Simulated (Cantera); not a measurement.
## Fluorocarbon and chlorocarbon gases: c-C₄F₈ + F₂ + H₂

A closed system holds: 1 mol c-C₄F₈, 0.039 mol F₂, 0.7 mol H₂, held at 2.80 Pa.

These are equilibrium values from Cantera (NASA tables, ideal gas, pure condensed phases), not measurements of a reactor. Candidate condensed phases: C, C₆H₆, C₇H₈, C₈H₁₈; 95 gas species. The feed counts by its element totals alone. The numbers say what is thermodynamically allowed, not how fast it happens.

```tsv
T (°C)	x F	x HF	x CF₂	x C₃	x CF	x H	x C	x C₂	n C(graphite)
1777	0.731	0.187	0.0771	3.29e-6	0.00431	2.36e-5	3.11e-6	2.80e-7	3.38
1852	0.772	0.180	0.0409	1.79e-5	0.00639	7.29e-5	1.37e-5	1.54e-6	3.63
1927	0.792	0.177	0.0215	8.63e-5	0.00898	0.000217	5.45e-5	7.53e-6	3.76
2002	0.801	0.174	0.0115	0.000374	0.0122	0.000616	0.000198	3.31e-5	3.80
2077	0.802	0.172	0.00624	0.00147	0.0160	0.00164	0.000662	0.000132	3.78
2152	0.796	0.168	0.00347	0.00532	0.0205	0.00412	0.00205	0.000484	3.65
2227	0.780	0.158	0.00194	0.0178	0.0255	0.00956	0.00594	0.00164	3.25
2302	0.736	0.137	0.00103	0.0551	0.0300	0.0201	0.0162	0.00515	2.00
```
x: gas mole fraction; n: condensed amount in mol.

From 1777 °C to 2302 °C the condensed part is C(graphite). The main C-bearing gas is CF₂ at 1777 °C and C₃ at 2302 °C. The share of C in condensed phases is highest at 2002 °C (95.0 %) and lowest at 2302 °C (50.0 %).
